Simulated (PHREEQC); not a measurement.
Dissolve 2.3 mol/kgw KOH and 0.68 mol/kgw NaHCO3 at 25 °C. Closed to the air; pH follows from the charge balance.

Computed with PHREEQC (Pitzer model, pitzer.dat).

### Question
The ionic strength comes out as 3.66 mol/kgw. What activity coefficients do Na+, K+, CO3-2, HCO3-, OH- get?

### Answer
Na+ 0.43, K+ 0.61, CO3-2 0.15, HCO3- 0.53, OH- 1.3. Single-ion values are on the MacInnes scale.

Precipitation was switched off in this run. In brines, pH and single-ion activities rest on the MacInnes convention.
